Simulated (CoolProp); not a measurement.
n-perfluorobutane at several states: Z from the reference equation and from simpler models built on Tc = 386.3 K, pc = 2.322 MPa, ω = 0.372; each cubic takes its own stable root.

Computed with CoolProp (reference Helmholtz-energy equation of state, Gao 2022).

| T (K) | p (MPa) | phase | reference |
|---|---|---|---|
| 448.6 | 0.95 | gas | 0.9198 |
| 312.2 | 0.19 | gas | 0.9430 |
| 300.4 | 0.0169 | gas | 0.9945 |
| 179 | 0.297 | liquid | 0.02479 |
| 278.9 | 1.05 | liquid | 0.06850 |
| 194.3 | 0.114 | liquid | 0.009024 |

How far does each simpler model (van der Waals, Redlich-Kwong, Soave-Redlich-Kwong, Peng-Robinson) lie from the reference over these 6 states: mean and median of the absolute difference, and the worst?


- van der Waals: mean 32.7 %, median 31.6 %, worst +66.3 % at 179 K and 0.297 MPa
- Redlich-Kwong: mean 6.2 %, median 6.4 %, worst +12.1 % at 278.9 K and 1.05 MPa
- Soave-Redlich-Kwong: mean 3.7 %, median 3.0 %, worst +8.6 % at 179 K and 0.297 MPa
- Peng-Robinson: mean 2.7 %, median 2.3 %, worst -6.6 % at 278.9 K and 1.05 MPa
